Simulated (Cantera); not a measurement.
Source: NASA polynomial tables (part measured, part estimated), evaluated in Cantera. Values are per mole of reaction as written; species without (g) are pure solids or liquids, kept so even where they would boil at 1 bar.

CaCl₂ + H₂(g) = 2 HCl(g) + Ca(g)

```csv
T (K),ΔH° (kJ),ΔS° (J/K),ΔG° (kJ),log10 K,condensed phases
625,780.4,274.2,609.0,-50.90,CaCl₂(s)
825,774.8,266.4,555.0,-35.14,CaCl₂(s)
1025,768.7,259.8,502.4,-25.60,CaCl₂(s)
1225,730.9,224.2,456.2,-19.45,CaCl₂(l)
1425,?,?,?,?,CaCl₂(l)
1625,712.3,211.1,369.3,-11.87,CaCl₂(l)
1825,?,?,?,?,CaCl₂(l)
2025,694.3,201.2,286.9,-7.40,CaCl₂(l)
2225,685.4,197.0,247.1,-5.80,CaCl₂(l)
2425,?,?,?,?,CaCl₂(l)
```

Problem. Some entries are withheld; supply them.

Solution. 
- 1425, ΔH° (kJ): 721.5
- 1425, ΔS° (J/K): 217.2
- 1425, ΔG° (kJ): 412.1
- 1425, log10 K: -15.10
- 1825, ΔH° (kJ): 703.2
- 1825, ΔS° (J/K): 205.8
- 1825, ΔG° (kJ): 327.6
- 1825, log10 K: -9.38
- 2425, ΔH° (kJ): 676.6
- 2425, ΔS° (J/K): 193.2
- 2425, ΔG° (kJ): 208.1
- 2425, log10 K: -4.48
